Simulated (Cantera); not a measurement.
A perfectly stirred reactor is fed with CH₄ : H₂ : H = 0.049 : 1 : 0.18 (molar parts), at 0.0109 atm; it is held at 1675 K, and followed from long to short residence time.

Cantera simulation using GRI-Mech 3.0 (53 species, 325 reactions); the numbers are that mechanism's predictions, not measurements. GRI-Mech 3.0 stops at C3 and has no aromatics, soot or wall deposition, so with more carbon than oxygen in the feed, carbon stays in small species such as C2H2 where larger ones or solid carbon would form. Radical loss at walls, strong at low pressure, is not modelled.

One state of this run: x CH₄ = 0.00640; x H₂ = 0.892; x H = 0.0799; x C₂H₆ = 6.98e-6; x C₂H = 5.36e-6; x CH₃ = 0.00895. x: mole fraction; the columns are a selection and need not sum to one.

Task: Which value of τ (s) does it belong to?
A) 0.00034
B) 1.1
C) 0.0070
D) 0.00094

Result: D, 0.00094
